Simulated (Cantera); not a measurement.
An isothermal, constant-pressure homogeneous reactor starts with CH4 : H2O = 1 : 1.1 (molar parts), at 1575 K and 13300 Pa. Integrator tolerance rtol = 1e-08.

Cantera simulation using GRI-Mech 3.0 (53 species, 325 reactions); the numbers are that mechanism's predictions, not measurements.

Q: What does this change do: temperature 1575 to 1825 K?

A: 
```csv
quantity,before,after
x(CH4) at 9.00 s,0.0236 (gas-phase equilibrium 1.41e-7),0.000646 (gas-phase equilibrium 1.32e-8)
x(H2O) at 9.00 s,0.177 (gas-phase equilibrium 0.0219),0.0250 (gas-phase equilibrium 0.0225)
x(H) at 9.00 s,8.78e-5 (gas-phase equilibrium 9.82e-5),0.00103 (gas-phase equilibrium 0.00104)
x(OH) at 9.00 s,9.36e-7 (gas-phase equilibrium 1.06e-7),2.47e-6 (gas-phase equilibrium 2.23e-6)
x(H2O2) at 9.00 s,<1e-12 (gas-phase equilibrium <1e-12),<1e-12 (gas-phase equilibrium <1e-12)
x(C2H6) at 9.00 s,2.38e-6 (gas-phase equilibrium <1e-12),3.55e-9 (gas-phase equilibrium <1e-12)
x(H2) at 9.00 s,0.602 (gas-phase equilibrium 0.734),0.730 (gas-phase equilibrium 0.733)
```

Q: What does this change do: H2O 1.1 to 3.1 parts?

A: 
| quantity | before | after |
|---|---|---|
| x(CH4) at 9.00 s | 0.0236 (gas-phase equilibrium 1.41e-7) | 0.0153 (gas-phase equilibrium 1.96e-9) |
| x(H2O) at 9.00 s | 0.177 (gas-phase equilibrium 0.0219) | 0.386 (gas-phase equilibrium 0.316) |
| x(H) at 9.00 s | 8.78e-5 (gas-phase equilibrium 9.82e-5) | 7.70e-5 (gas-phase equilibrium 8.27e-5) |
| x(OH) at 9.00 s | 9.36e-7 (gas-phase equilibrium 1.06e-7) | 2.37e-6 (gas-phase equilibrium 1.82e-6) |
| x(H2O2) at 9.00 s | <1e-12 (gas-phase equilibrium <1e-12) | <1e-12 (gas-phase equilibrium <1e-12) |
| x(C2H6) at 9.00 s | 2.38e-6 (gas-phase equilibrium <1e-12) | 1.38e-6 (gas-phase equilibrium <1e-12) |
| x(H2) at 9.00 s | 0.602 (gas-phase equilibrium 0.734) | 0.456 (gas-phase equilibrium 0.520) |
